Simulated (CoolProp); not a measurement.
A simple Rankine cycle with water: condensing at 302.15 K, boiler at 0.202 MPa, turbine inlet 398.7 K, turbine efficiency 0.65, pump efficiency 0.6, no recuperator. Each further row changes one setting.

Computed with CoolProp (reference Helmholtz-energy equation of state, Wagner 2002).

```tsv
case	thermal efficiency (%)	net work (kJ/kg)	heat in (kJ/kg)	turbine exit temperature (K)	volume ratio over the turbine
as stated	14.1	366	2600	302.1	35.8
turbine inlet 418.7 K	14.1	373	2640	302.1	34.4
condensing temperature 294.15 K	15.3	401	2630	294.1	55.6
boiler pressure 0.141 MPa	12.9	335	2600	302.1	25.2
turbine efficiency 0.55	11.9	309	2600	302.1	36.7
```

The expansion ends wet for: as stated; turbine inlet 418.7 K; condensing temperature 294.15 K; boiler pressure 0.141 MPa; turbine efficiency 0.55.
